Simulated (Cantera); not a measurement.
A Cantera script and its output.

```python
import numpy as np
import cantera as ct

gas = ct.Solution("gri30.yaml")
gas.TPX = 500, 101325, {'CH4': 1, 'O2': 1.43, 'N2': 5.37}
flame = ct.FreeFlame(gas, width=0.04)
flame.set_refine_criteria(ratio=3, slope=0.08, curve=0.16)
flame.transport_model = "unity-Lewis-number"
flame.solve(loglevel=0, auto=True)
z, T = flame.grid, flame.T
thick = (T[-1] - T[0]) / np.gradient(T, z).max()
show = ['CH4', 'O2', 'C2H', 'H2O', 'NO2', 'CO2']
print(f"laminar burning velocity  {flame.velocity[0] * 100:.3f} cm/s")
print(f"burnt temperature         {T[-1]:.1f} K")
print(f"thermal thickness         {thick * 1e3:.4f} mm")
print(f"grid points               {len(z)}")
z0 = z[flame.heat_release_rate.argmax()]
print(f"{'z/mm':>9s}{'T/K':>9s}{'u/(m/s)':>9s}" + "".join(f"{s:>11s}" for s in show))
rows = []
for k in (-3, -2, -1.5, -1, -0.5, -0.25, 0, 0.25, 0.5, 1, 2, 4, 8):
    zz = z0 + k * thick
    rows.append([k * thick, np.interp(zz, z, T), np.interp(zz, z, flame.velocity),
                 *(np.interp(zz, z, flame.X[gas.species_index(s)]) for s in show)])
    print(f"{rows[-1][0] * 1e3:9.3f}{rows[-1][1]:9.1f}{rows[-1][2]:9.3f}" + "".join(f"{x:11.3e}" for x in rows[-1][3:]))
```

Output:

```
laminar burning velocity  31.164 cm/s
burnt temperature         2116.1 K
thermal thickness         0.7621 mm
grid points               138
     z/mm      T/K  u/(m/s)        CH4         O2        C2H        H2O        NO2        CO2
   -2.286    501.1    0.312  1.281e-01  1.832e-01  4.614e-24  1.180e-04  1.167e-08  2.247e-05
   -1.524    508.9    0.317  1.275e-01  1.824e-01  1.953e-21  9.307e-04  8.967e-08  1.773e-04
   -1.143    538.8    0.336  1.251e-01  1.793e-01  3.510e-19  4.085e-03  3.635e-07  7.784e-04
   -0.762    690.9    0.434  1.125e-01  1.630e-01  1.253e-15  2.058e-02  1.298e-06  3.921e-03
   -0.381   1180.5    0.759  6.887e-02  1.065e-01  8.239e-11  7.781e-02  1.177e-06  1.486e-02
   -0.191   1565.9    1.027  3.327e-02  5.968e-02  2.408e-08  1.248e-01  2.278e-07  2.405e-02
    0.000   1910.6    1.277  5.702e-03  1.741e-02  9.404e-07  1.647e-01  7.728e-09  3.367e-02
    0.191   2037.0    1.369  3.548e-04  2.777e-03  9.892e-07  1.750e-01  1.419e-09  4.006e-02
    0.381   2062.2    1.386  2.719e-05  5.545e-04  2.337e-07  1.750e-01  1.323e-09  4.293e-02
    0.762   2077.3    1.395  9.150e-07  1.567e-04  1.409e-08  1.747e-01  1.381e-09  4.432e-02
    1.524   2091.1    1.402  2.415e-08  7.625e-05  2.674e-10  1.755e-01  1.341e-09  4.443e-02
    3.048   2103.2    1.409  4.140e-10  3.127e-05  2.162e-12  1.764e-01  1.215e-09  4.429e-02
    6.097   2111.3    1.414  8.347e-12  1.163e-05  1.574e-14  1.771e-01  1.082e-09  4.418e-02
```

Model: GRI-Mech 3.0 (53 species, 325 reactions), integrated in Cantera. Unity Lewis numbers drop preferential diffusion, which matters most where H2 and H carry the flame. Burning velocities carry a grid error of a few per cent, more on coarse grids.
